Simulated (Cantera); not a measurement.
# Fe2O3 + H2 + N2 (hydrogen reduction and annealing atmospheres)

Charge: 1 mol Fe2O3, a varied amount of H2, 1.3 mol N2, held at 748.15 K and 10.0 Torr.

Cantera equilibrium calculation (NASA polynomials, part measured and part estimated; ideal gas, pure solids and liquids). Candidate condensed phases: Fe, FeO, Fe(OH)2, Fe(OH)3, Fe2O3, Fe3O4, H2O; 27 gas species. Equilibrium is a limit: real reactors are often held back by kinetics, nucleation or transport.

| n(H2) (mol) | log p H2 | log p H2O | log p N2 | log p NH3 | n Fe(α) |
|---|---|---|---|---|---|
| 140 | -1.89 | -3.55 | -3.91 | -7.07 | 2.00 |
| 310 | -1.88 | -3.89 | -4.25 | -7.23 | 2.00 |
| 480 | -1.88 | -4.08 | -4.44 | -7.32 | 2.00 |
| 660 | -1.88 | -4.22 | -4.58 | -7.39 | 2.00 |
| 830 | -1.88 | -4.32 | -4.68 | -7.44 | 2.00 |
| 1000 | -1.88 | -4.40 | -4.76 | -7.48 | 2.00 |
| 1200 | -1.88 | -4.48 | -4.84 | -7.52 | 2.00 |
| 1300 | -1.88 | -4.51 | -4.88 | -7.54 | 2.00 |
| 1500 | -1.88 | -4.57 | -4.94 | -7.57 | 2.00 |
| 1700 | -1.88 | -4.63 | -4.99 | -7.59 | 2.00 |
| 1900 | -1.88 | -4.68 | -5.04 | -7.62 | 2.00 |
| 2000 | -1.88 | -4.70 | -5.06 | -7.63 | 2.00 |
log p: log10 of the partial pressure in bar; n: condensed amount in mol.

From 140 mol H2 to 2000 mol H2 the condensed part is Fe(α).
